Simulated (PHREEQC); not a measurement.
Consider water at 25 °C with 0.015 mol/kgw Cu(BF4)2, 0.18 mol/kgw HBF4 and 0.019 mol/kgw H3BO3. Closed to the air; pH follows from the charge balance.

Model: ion-association model, wateq4f.dat, run in PHREEQC.

No solid was allowed to form.

**Question.** Predict the pH.

**Answer.** pH 0.85.

**Question.** In which forms is B present?

**Answer.** BF4- 88 %, H3BO3 8.9 %, BF3OH- 2.6 % of the B.

Real BF4- forms and hydrolyses slowly; the run takes it at equilibrium.
